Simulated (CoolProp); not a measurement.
Dodecamethylpentasiloxane (MD3M) along the isobar 1.77 bar: density (kg/m³) from the reference equation and from simpler models built on Tc = 354.9 °C, pc = 9.540 bar, ω = 0.730; each cubic takes its own stable root.

The numbers come from the reference Helmholtz-energy equation of state, Thol 2019 in CoolProp.

```csv
T (°C),phase,reference,van der Waals,Peng-Robinson
-16.05,liquid,909.8,483.9,843.1
5.25,liquid,889.1,476.0,834.2
26.55,liquid,868.6,?,?
47.75,liquid,848.2,459.2,813.7
69.05,liquid,827.5,450.2,801.9
90.35,liquid,806.7,?,788.8
111.55,liquid,785.7,430.7,?
132.85,liquid,764.1,?,758.4
154.05,liquid,?,408.3,740.5
```

Question: Some entries are withheld; supply them.

Answer: 
- 26.55, van der Waals: 467.8
- 26.55, Peng-Robinson: 824.4
- 90.35, van der Waals: 440.7
- 111.55, Peng-Robinson: 774.4
- 132.85, van der Waals: 419.9
- 154.05, reference: 742.0
